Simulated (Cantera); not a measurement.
Feed: 1 mol HMDSO, 0.7 mol O2, 47 mol N2, at 1025 K and 0.133 bar.

Cantera equilibrium calculation (NASA polynomials, part measured and part estimated; ideal gas, pure solids and liquids). Candidate condensed phases: C, C6H6, C7H8, C8H18, H2O, Si, SiC, SiO2, Si2N2O, Si3N4; 151 gas species. The feed counts by its element totals alone. N2 is the only nitrogen source here; it is nearly inert below about 1500 K, so the nitride shown seldom forms there in practice. Mutual solubility and eutectic melting of coexisting phases are not modelled. The numbers say what is thermodynamically allowed, not how fast it happens.

Base state: N2 0.836, H2 0.162, CO 0.00230, CH4 0.000256, H2O 1.32e-5 (mole fractions); condensed: C(graphite) + SiO2(β-quartz) + Si2N2O(s).

Q: What changes in the equilibrium state with this change: HMDSO replaced by Si2H6?

A: 
```tsv
species	before	after
N2	0.836	0.939
H2	0.162	0.0611
H2O	1.32e-5	5.17e-6
CO	0.00230	0
CH4	0.000256	0
C(graphite), mol	5.86	0
SiO2(β-quartz), mol	0.848	0.266
Si2N2O(s), mol	0.576	0.867
```
